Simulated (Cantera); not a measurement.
Feed: 1 mol Si, 0.0075 mol O₂, 230 mol N₂, held at 930000 Pa.

These are equilibrium values from Cantera (NASA tables, ideal gas, pure condensed phases), not measurements of a reactor. Candidate condensed phases: Si, SiO₂, Si₂N₂O, Si₃N₄; 16 gas species. Mutual solubility and eutectic melting of coexisting phases are not modelled. Kinetics and transport are ignored.

**Question.** Which condensed phases are stable at each of these points (T (K)): 1748, 1798, 1848, 1898, 1948, 1998, 2048, 2098, 2148?

**Answer.** 
| T (K) | condensed phases | Si condensed (%) |
|---|---|---|
| 1748 | Si₂N₂O(s) + Si₃N₄(s) | 100.0 |
| 1798 | Si₂N₂O(s) + Si₃N₄(s) | 99.9 |
| 1848 | Si₂N₂O(s) + Si₃N₄(s) | 99.8 |
| 1898 | Si₂N₂O(s) + Si₃N₄(s) | 99.4 |
| 1948 | Si₂N₂O(s) + Si₃N₄(s) | 98.6 |
| 1998 | Si₃N₄(s) | 98.5 |
| 2048 | Si₃N₄(s) | 98.5 |
| 2098 | Si₃N₄(s) | 98.4 |
| 2148 | Si₃N₄(s) | 98.3 |

From 1748 K to 1948 K the condensed part is Si₂N₂O(s) + Si₃N₄(s). From 1998 K to 2148 K the condensed part is Si₃N₄(s).
